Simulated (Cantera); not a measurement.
Charge: 1 mol MgO, a varied amount of N2, at 2748 K and 0.0133 bar.

Equilibrium computed with Cantera from the NASA thermochemical tables; the gas is ideal and each condensed phase is pure. Candidate condensed phases: Mg, MgO; 13 gas species. Rates play no part.

### Question
At 4.2 mol N2, list the 6 most abundant gas species with their mole fractions, and the condensed phases.

### Answer
N2 0.705, Mg 0.164, O 0.0744, O2 0.0379, NO 0.0137, MgO 0.00540. Condensed: gas only.
